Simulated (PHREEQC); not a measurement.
Dissolve 10 mmol/kgw NH4HF2 at 70 °C. Closed to the air; pH follows from the charge balance.

The numbers come from PHREEQC with the ion-association model, phreeqc.dat.

Each row changes one thing in this solution. This is a speciation only: nothing precipitates in the calculation.

```tsv
case	pH	ionic strength (mol/kgw)
as made	3.53	0.0103
diluted 2-fold with water	3.57	0.00529
NH4HF2 from 0.01 to 0.009 mol/kgw	3.54	0.00932
NH4HF2 replaced by (NH4)2SiF6 at the same molality	(withheld)	(withheld)
NH4HF2 replaced by (NH4)2SO4 at the same molality	5.15	0.0278
NH4HF2 replaced by NH4HSO4 at the same molality	2.33	(withheld)
diluted 5-fold with water	3.64	0.00224
NH4HF2 replaced by NaBF4 at the same molality	3.09	(withheld)
```

**Question.** Complete the blanks.

**Answer.** 
- NH4HF2 replaced by (NH4)2SiF6 at the same molality, pH: 3.29
- NH4HF2 replaced by (NH4)2SiF6 at the same molality, ionic strength (mol/kgw): 0.0290
- NH4HF2 replaced by NH4HSO4 at the same molality, ionic strength (mol/kgw): 0.0201
- NH4HF2 replaced by NaBF4 at the same molality, ionic strength (mol/kgw): 0.0109

Species that the database lacks are ignored. Some of these states are supersaturated (in Quartz (slow to form), Chalcedony (slow to form), for instance). At this temperature some constants are extrapolated from 25 °C, and those without enthalpy data are left unchanged. SiF6-2 is the database's only silicon fluoride.
